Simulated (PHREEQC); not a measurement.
A solution holds 0.00099 mol/kgw HCl and 0.073 mol/kgw LiCl, at 25 °C. Closed to the air; pH follows from the charge balance.

All values are PHREEQC results (ion-association model, wateq4f.dat), not measurements.

This is a speciation only: nothing precipitates in the calculation.

Q: What pH does the model give?

A: pH 3.08.
